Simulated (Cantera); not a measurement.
A closed system holds: 1 mol SiH2Cl2, 16 mol N2, 2.1 mol H2, at 1775 K and 2.50 mbar.

Method: chemical equilibrium by Gibbs-energy minimisation in Cantera with the NASA 1993 tables (ideal gas, pure condensed phases). Candidate condensed phases: NH4Cl, Si, Si3N4; 28 gas species. The tables' values for SiCl, SiCl3, SiN are old estimates; treat these amounts as uncertain. Rates play no part.

Base state: N2 0.794, H2 0.135, HCl 0.0361, SiCl2 0.0310, H 0.00212, Si 0.000878, Cl 0.000438, SiCl 0.000435 (mole fractions); condensed: Si(l).

What changes in the equilibrium state with this change: pressure from 2.50 mbar to 16.0 mbar?


```tsv
species	before	after
N2	0.794	0.793
H2	0.135	0.134
HCl	0.0361	0.0442
SiCl2	0.0310	0.0278
Si	0.000878	8.16e-5
Si2N	3.09e-5	4.32e-6
SiH	1.98e-5	4.64e-6
Si(l), mol	0.345	0
Si3N4(s), mol	0	0.146
```
The tables' values for SiCl3, SiCl are old estimates; treat these amounts as uncertain.
